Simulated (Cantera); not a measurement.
What does this Cantera script print?

```python
import numpy as np
import cantera as ct

gas_names = """
    C CN CO CO2 C2 CCN CNC C2N2 C2O C3 C3O2 C4 C4N2 C5 Fe FeC5O5 FeO N NCO NO NO2 NO3 N2 N2O O O2 O3
""".split()
cond_names = """
    C(gr) Fe(a) Fe(c) Fe(d) Fe(L) FeC5O5(L) FeO(s) FeO(L) Fe2O3(s) Fe3O4(s)
""".split()


# ... load() reads the species with a 1 bar reference pressure and builds the phases ...
atoms = {
    'Fe2O3': {'Fe': 2, 'O': 3},
    'CO': {'C': 1, 'O': 1},
    'N2': {'N': 2},
}
top_T = {'C(gr)': 4500, 'Fe2O3(s)': 1830, 'Fe3O4(s)': 1870}  # K; cautious upper limits of use, not melting points


# ... equilibrate(T, P, feed) seeds the gas with the atoms and calls Mixture.equilibrate('TP', solver="vcs", rtol=1e-11, max_steps=5000) ...
results = []
feed = {'Fe2O3': 1, 'CO': 3.7, 'N2': 5.8}  # mol
P = 130000  # Pa
for T in [1248, 1348, 1448, 1548, 1648, 1748, 1848, 1948, 2048, 2148, 2248, 2348, 2448]:
    mix = equilibrate(T, P, feed)
    results.append((T, P, feed, dict(zip(mix.species_names, mix.species_moles))))

top = {s: max(r[3][s] / sum(r[3][g] for g in gas_names) for r in results) for s in gas_names}
cols = sorted((s for s in top if top[s] > 0.0001), key=lambda s: -top[s])[:7]
seen = [c for c in cond_names if any(r[3].get(c, 0) > 1e-12 for r in results)]
print("log10 of partial pressures in bar; condensed amounts in mol")
print(f"{'T/K':>10s}" + "".join(f"{s[:9]:>10s}" for s in cols + seen))
for T, P, feed, n in results:
    ng = sum(n[g] for g in gas_names)
    print(f"{T:10.4g}" + "".join(f"{np.log10(max(n[s] / ng * P / 1e5, 1e-99)):10.3f}" for s in cols)
          + "".join(f"{n.get(c, 0):10.4g}" for c in seen))
```

Result:

```
log10 of partial pressures in bar; condensed amounts in mol
       T/K        N2        CO       CO2        Fe       FeO        NO    FeO(s)    FeO(L)
      1248    -0.100    -0.432    -0.864    -9.914   -13.118   -10.933         2         0
      1348    -0.100    -0.432    -0.864    -8.705   -11.560    -9.775         2         0
      1448    -0.100    -0.432    -0.864    -7.667   -10.223    -8.779         2         0
      1548    -0.100    -0.432    -0.864    -6.767    -9.066    -7.912         2         0
      1648    -0.100    -0.432    -0.864    -5.981    -8.054    -7.151         2         0
      1748    -0.100    -0.432    -0.864    -5.331    -7.206    -6.479         0         2
      1848    -0.100    -0.432    -0.864    -4.755    -6.456    -5.880         0         2
      1948    -0.100    -0.432    -0.864    -4.242    -5.787    -5.343         0         2
      2048    -0.100    -0.433    -0.863    -3.782    -5.187    -4.859         0     1.999
      2148    -0.101    -0.433    -0.863    -3.368    -4.646    -4.420         0     1.997
      2248    -0.101    -0.434    -0.861    -2.994    -4.157    -4.019         0     1.992
      2348    -0.101    -0.435    -0.859    -2.657    -3.713    -3.651         0     1.982
      2448    -0.102    -0.439    -0.854    -2.352    -3.307    -3.311         0     1.964
```

Cantera equilibrium calculation (NASA polynomials, part measured and part estimated; ideal gas, pure solids and liquids). The tables' stoichiometric FeO is somewhat more stable than real wüstite, so its field is too wide. FeO: taken at fixed stoichiometry.
